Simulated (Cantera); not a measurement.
Cantera run:

```python
import numpy as np
import cantera as ct

gas_names = [...]  # 83 gases of nasa_gas.yaml made of C, H, S
cond_names = """
    C(gr) C6H6(L) C7H8(L) C8H18(L),n-octa S(cr1) S(cr2) S(L)
""".split()


# ... load() reads the species with a 1 bar reference pressure and builds the phases ...
atoms = {
    'CS2': {'C': 1, 'S': 2},
    'H2': {'H': 2},
}
top_T = {'C(gr)': 4500}  # K; cautious upper limits of use, not melting points


# ... equilibrate(T, P, feed) seeds the gas with the atoms and calls Mixture.equilibrate('TP', solver="vcs", rtol=1e-11, max_steps=5000) ...
results = []
feed = {'CS2': 1, 'H2': 2.2}  # mol
T = 1048  # K
P = 54000  # Pa
mix = equilibrate(T, P, feed)
results.append((T, P, feed, dict(zip(mix.species_names, mix.species_moles))))
x = sorted(zip(gas.X, gas.species_names), reverse=True)
print(f"T = {T:g} K  P = {P:g} Pa  gas = {mix.phase_moles(0):.4g} mol")
print("   x: " + "  ".join(f"{s} {v:.3e}" for v, s in x if v > 1e-05))
print("   condensed (mol): " + ("  ".join(f"{mix.phase(i).name} {mix.phase_moles(i):.4g}"
      for i in range(1, mix.n_phases) if mix.phase_moles(i) > 1e-12) or "none"))
```

It prints:

```
T = 1048 K  P = 54000 Pa  gas = 2.301 mol
   x: H2S 7.794e-01  H2 1.747e-01  CS2 3.948e-02  S2 5.381e-03  CH4 9.626e-04  SH 3.790e-05
   condensed (mol): C(gr) 0.9069
```

These are equilibrium values from Cantera (NASA tables, ideal gas, pure condensed phases), not measurements of a reactor. Gases not in the tables: S3 to S7.
